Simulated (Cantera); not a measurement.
A Cantera script and what it prints.

```python
import numpy as np
import cantera as ct

gas_names = """
    B BN BO BO2 B2 B2O B2O2 B2O3 N NO NO2 NO3 N2 N2O O O2 O3
""".split()
cond_names = """
    B(b) B(L) BN(s) B2O3(L)
""".split()


# ... load() reads the species with a 1 bar reference pressure and builds the phases ...
atoms = {
    'BN': {'B': 1, 'N': 1},
    'O2': {'O': 2},
    'N2': {'N': 2},
}
top_T = {'BN(s)': 3200}  # K; cautious upper limits of use, not melting points


# ... equilibrate(T, P, feed) seeds the gas with the atoms and calls Mixture.equilibrate('TP', solver="vcs", rtol=1e-11, max_steps=5000) ...
results = []
feed = {'BN': 1, 'O2': 0.26, 'N2': 3.9}  # mol
for P in [1, 3.2, 10, 32, 100, 320, 1000, 3200, 10000, 32000, 100000]:
    for T in [1123, 1223, 1323, 1423, 1523, 1623, 1723, 1823, 1923, 2023]:
        mix = equilibrate(T, P, feed)
        results.append((T, P, feed, dict(zip(mix.species_names, mix.species_moles))))

for T, P, feed, n in results:
    print(f"{T:7g} {P:10.4g}  " + (" + ".join(c for c in cond_names if n.get(c, 0) > 1e-12) or "gas only"))
```

It prints:

```
   1123          1  BN(s) + B2O3(L)
   1223          1  BN(s) + B2O3(L)
   1323          1  BN(s) + B2O3(L)
   1423          1  BN(s)
   1523          1  BN(s)
   1623          1  BN(s)
   1723          1  BN(s)
   1823          1  BN(s)
   1923          1  B(b)
   2023          1  B(b)
   1123        3.2  BN(s) + B2O3(L)
   1223        3.2  BN(s) + B2O3(L)
   1323        3.2  BN(s) + B2O3(L)
   1423        3.2  BN(s)
   1523        3.2  BN(s)
   1623        3.2  BN(s)
   1723        3.2  BN(s)
   1823        3.2  BN(s)
   1923        3.2  B(b)
   2023        3.2  B(b)
   1123         10  BN(s) + B2O3(L)
   1223         10  BN(s) + B2O3(L)
   1323         10  BN(s) + B2O3(L)
   1423         10  BN(s)
   1523         10  BN(s)
   1623         10  BN(s)
   1723         10  BN(s)
   1823         10  BN(s)
   1923         10  BN(s)
   2023         10  B(b)
   1123         32  BN(s) + B2O3(L)
   1223         32  BN(s) + B2O3(L)
   1323         32  BN(s) + B2O3(L)
   1423         32  BN(s) + B2O3(L)
   1523         32  BN(s)
   1623         32  BN(s)
   1723         32  BN(s)
   1823         32  BN(s)
   1923         32  BN(s)
   2023         32  BN(s)
   1123        100  BN(s) + B2O3(L)
   1223        100  BN(s) + B2O3(L)
   1323        100  BN(s) + B2O3(L)
   1423        100  BN(s) + B2O3(L)
   1523        100  BN(s) + B2O3(L)
   1623        100  BN(s)
   1723        100  BN(s)
   1823        100  BN(s)
   1923        100  BN(s)
   2023        100  BN(s)
   1123        320  BN(s) + B2O3(L)
   1223        320  BN(s) + B2O3(L)
   1323        320  BN(s) + B2O3(L)
   1423        320  BN(s) + B2O3(L)
   1523        320  BN(s) + B2O3(L)
   1623        320  BN(s)
   1723        320  BN(s)
   1823        320  BN(s)
   1923        320  BN(s)
   2023        320  BN(s)
   1123       1000  BN(s) + B2O3(L)
   1223       1000  BN(s) + B2O3(L)
   1323       1000  BN(s) + B2O3(L)
   1423       1000  BN(s) + B2O3(L)
   1523       1000  BN(s) + B2O3(L)
   1623       1000  BN(s) + B2O3(L)
   1723       1000  BN(s)
   1823       1000  BN(s)
   1923       1000  BN(s)
   2023       1000  BN(s)
   1123       3200  BN(s) + B2O3(L)
   1223       3200  BN(s) + B2O3(L)
   1323       3200  BN(s) + B2O3(L)
   1423       3200  BN(s) + B2O3(L)
   1523       3200  BN(s) + B2O3(L)
   1623       3200  BN(s) + B2O3(L)
   1723       3200  BN(s) + B2O3(L)
   1823       3200  BN(s)
   1923       3200  BN(s)
   2023       3200  BN(s)
   1123      1e+04  BN(s) + B2O3(L)
   1223      1e+04  BN(s) + B2O3(L)
   1323      1e+04  BN(s) + B2O3(L)
   1423      1e+04  BN(s) + B2O3(L)
   1523      1e+04  BN(s) + B2O3(L)
   1623      1e+04  BN(s) + B2O3(L)
   1723      1e+04  BN(s) + B2O3(L)
   1823      1e+04  BN(s)
   1923      1e+04  BN(s)
   2023      1e+04  BN(s)
   1123    3.2e+04  BN(s) + B2O3(L)
   1223    3.2e+04  BN(s) + B2O3(L)
   1323    3.2e+04  BN(s) + B2O3(L)
   1423    3.2e+04  BN(s) + B2O3(L)
   1523    3.2e+04  BN(s) + B2O3(L)
   1623    3.2e+04  BN(s) + B2O3(L)
   1723    3.2e+04  BN(s) + B2O3(L)
   1823    3.2e+04  BN(s) + B2O3(L)
   1923    3.2e+04  BN(s)
   2023    3.2e+04  BN(s)
   1123      1e+05  BN(s) + B2O3(L)
   1223      1e+05  BN(s) + B2O3(L)
   1323      1e+05  BN(s) + B2O3(L)
   1423      1e+05  BN(s) + B2O3(L)
   1523      1e+05  BN(s) + B2O3(L)
   1623      1e+05  BN(s) + B2O3(L)
   1723      1e+05  BN(s) + B2O3(L)
   1823      1e+05  BN(s) + B2O3(L)
   1923      1e+05  BN(s) + B2O3(L)
   2023      1e+05  BN(s)
```

These are equilibrium values from Cantera (NASA tables, ideal gas, pure condensed phases), not measurements of a reactor. Mutual solubility and eutectic melting of coexisting phases are not modelled.
